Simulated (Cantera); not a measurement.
A freely propagating, adiabatic, planar premixed flame of CH₄ : O₂ : N₂ = 1 : 1.43 : 5.37 (molar parts), unburnt at 450 K and 1.00 atm; mixture-averaged transport, grid criteria slope 0.08 and curve 0.16, no radiation.

Model: GRI-Mech 3.0 (53 species, 325 reactions), integrated in Cantera. Burning velocities carry a grid error of a few per cent, more on coarse grids.

x: mole fraction of selected species; z is measured from the peak of heat release.

```
z (mm)  T (K)  u (m/s)     x CH₄      x O₂     x H₂O      x NO    x C₂H₂  x CH₂
------  -----  -------  --------  --------  --------  --------  --------  -----
-1.98     450    0.359     0.128     0.183   6.04e-5     <1e-8   2.45e-8  <1e-8
-1.32     455    0.364     0.127     0.182  0.000677     <1e-8   5.17e-7  <1e-8
-0.989    475    0.383     0.124     0.179   0.00333   5.12e-8   4.25e-6  <1e-8
-0.660    600    0.490     0.114     0.169    0.0184   5.50e-7   4.64e-5  <1e-8
-0.330   1081    0.905    0.0759     0.123    0.0737   5.53e-6  0.000379      …
-0.165   1474     1.25    0.0420    0.0783     0.119   1.14e-5  0.000883      …
0        1820     1.56    0.0122    0.0319     0.159   2.04e-5   0.00170      …
0.165    1980     1.70   0.00204   0.00862     0.176   3.43e-5   0.00125      …
0.330    2027     1.74  0.000385   0.00211     0.179   4.96e-5  0.000546      …
0.660    2048     1.75   3.11e-5  0.000197     0.177   7.16e-5  0.000104      …
1.32     2058     1.76   1.46e-6   5.01e-5     0.177   9.19e-5   7.65e-6      …
2.64     2066     1.77   4.25e-8   2.87e-5     0.177  0.000105   2.05e-7  <1e-8
5.28     2074     1.77     <1e-8   1.37e-5     0.177  0.000110     <1e-8  <1e-8
```

Q: Complete the blanks.

A: 
- -0.330, x CH₂: 3.06e-8
- -0.165, x CH₂: 2.56e-6
- 0, x CH₂: 3.93e-5
- 0.165, x CH₂: 4.56e-5
- 0.330, x CH₂: 1.62e-5
- 0.660, x CH₂: 1.65e-6
- 1.32, x CH₂: 7.14e-8
